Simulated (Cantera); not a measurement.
A closed system holds: 1 mol SiO₂, 0.52 mol CH₄, 15 mol N₂, equilibrated at 0.0270 bar.

Equilibrium computed with Cantera from the NASA thermochemical tables; the gas is ideal and each condensed phase is pure. Candidate condensed phases: C, C₆H₆, C₇H₈, C₈H₁₈, H₂O, Si, SiC, SiO₂, Si₂N₂O, Si₃N₄; 151 gas species. N₂ is the only nitrogen source here; it is nearly inert below about 1500 K, so the nitride shown seldom forms there in practice. Mutual solubility and eutectic melting of coexisting phases are not modelled. The tables hold silica as quartz up to 1696 K and as liquid above; real silica turns to tridymite and cristobalite and melts near 1996 K. The numbers say what is thermodynamically allowed, not how fast it happens.

Question: What share of the Si ends up in condensed phases as a function of T (K), at 1250, 1350, 1450, 1550, 1650, 1750, 1850, 1950, 2050, 2150, 2250, 2350?

Answer: 
```csv
T (K),Si condensed (%),as
1250,100.0,SiO₂(β-quartz) + Si₂N₂O(s)
1350,100.0,SiO₂(β-quartz) + Si₂N₂O(s)
1450,99.9,SiO₂(β-quartz) + Si₂N₂O(s)
1550,98.3,SiO₂(β-quartz) + Si₂N₂O(s)
1650,81.9,SiO₂(β-quartz) + Si₂N₂O(s)
1750,47.9,SiO₂(condensed)
1850,47.2,SiO₂(condensed)
1950,43.9,SiO₂(condensed)
2050,33.3,SiO₂(l)
2150,11.4,SiO₂(l)
2250,0.0,-
2350,0.0,-
```
